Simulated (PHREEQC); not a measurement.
0.35 g of hydrous ferric oxide (600 m²/g; 0.2 weak and 0.005 strong sites per Fe, Dzombak-Morel constants, diffuse double layer) in 1 kg of water with 0.005 mol/kgw of an inert sodium salt, at 25 °C; the pH is set by adding NaOH or the inert anion's acid. Oxygen is held at 0.21 atm. No CO2 enters from the air. No solid was allowed to form.

All values are PHREEQC results (ion-association model, wateq4f.dat), not measurements.

### Question
Predict surface charge σ (C/m²), surface potential ψ (mV) at pH = 3.67, 4.33, 5.67, 7.67, 9.

### Answer
```csv
pH,surface charge σ (C/m²),surface potential ψ (mV)
3.67,0.223,202
4.33,0.148,183
5.67,0.051,129
7.67,0.004,25
9,-0.009,-50
```

The oxide is taken as insoluble; below pH 4 it would dissolve.
